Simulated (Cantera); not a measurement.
CF4 + F2 + H2 (fluorocarbon and chlorocarbon gases)

A closed system holds: 1 mol CF4, 0.043 mol F2, a varied amount of H2, held at 2027 °C and 10.0 mbar.

Cantera equilibrium calculation (NASA polynomials, part measured and part estimated; ideal gas, pure solids and liquids). Candidate condensed phases: C, C6H6, C7H8, C8H18; 95 gas species. Gases not in the tables: C2F6 and larger saturated fluorocarbons. Rates play no part.

```tsv
n(H2) (mol)	x HF	x H2	x F	x CF2	x H	x CF4	x CF3	x CF	n C(graphite)
0.94	0.594	1.35e-7	0.186	0.178	3.56e-5	0.0347	0.00428	0.00309	0.302
1.2	0.695	2.62e-7	0.156	0.126	4.95e-5	0.0174	0.00255	0.00260	0.486
1.4	0.767	4.49e-7	0.131	0.0895	6.48e-5	0.00874	0.00152	0.00219	0.628
1.8	0.905	2.28e-6	0.0688	0.0245	0.000146	0.000656	0.000218	0.00115	0.894
2.2	0.954	0.0287	0.000647	2.17e-6	0.0164	5.13e-12	1.82e-10	1.08e-5	0.999
2.8	0.828	0.135	0.000259	3.47e-7	0.0356	<1e-12	1.16e-11	4.31e-6	0.994
3.4	0.733	0.220	0.000180	1.67e-7	0.0454	<1e-12	3.88e-12	2.99e-6	0.989
4.2	0.637	0.308	0.000132	9.00e-8	0.0537	<1e-12	1.53e-12	2.20e-6	0.983
5.3	0.539	0.398	9.82e-5	5.00e-8	0.0610	<1e-12	<1e-12	1.64e-6	0.974
6.5	0.462	0.469	7.75e-5	3.11e-8	0.0663	<1e-12	<1e-12	1.29e-6	0.964
8.1	0.388	0.538	6.08e-5	1.92e-8	0.0710	<1e-12	<1e-12	1.01e-6	0.950
10	0.327	0.596	4.86e-5	1.22e-8	0.0747	<1e-12	<1e-12	8.10e-7	0.935
```
x: gas mole fraction; n: condensed amount in mol.

From 0.94 mol H2 to 10 mol H2 the condensed part is C(graphite). The main C-bearing gas is CF2 at 0.94 mol H2 and C2H2 (acetylene) at 10 mol H2. The share of C in condensed phases is highest at 2.2 mol H2 (99.9 %) and lowest at 0.94 mol H2 (30.2 %).
